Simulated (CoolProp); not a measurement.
The fluid at 298.15 K and 0.00836 MPa expands adiabatically to 0.000885 MPa with isentropic efficiency 0.85. The same conditions are run with several fluids, on thermodynamics alone (safety and materials aside).

The numbers come from the reference Helmholtz-energy equation of state of each fluid (R123: Younglove 1994; CH2F2 (R32): Tillner-Roth 1997; methanol: de Reuck 1993; carbonyl sulfide: Lemmon 2006; CH3F (R41): Lemmon 2006) in CoolProp.

```
fluid             work (kJ/kg)  final temperature (K)                       final phase  final density (kg/m³)
----------------  ------------  ---------------------  --------------------------------  ---------------------
R123                       [?]                  254.1                               gas                 0.0641
CH2F2 (R32)                [?]                  202.7                               gas                 0.0273
methanol                   128                  251.2  two-phase, vapour fraction 0.948                 0.0144
carbonyl sulfide           [?]                  200.7                               gas                 0.0319
CH3F (R41)                 108                  193.8                               gas                 0.0187
```

**Question.** What belongs in the gaps?

**Answer.** 
- R123, work (kJ/kg): 28.1
- CH2F2 (R32), work (kJ/kg): 72.7
- carbonyl sulfide, work (kJ/kg): 62.6
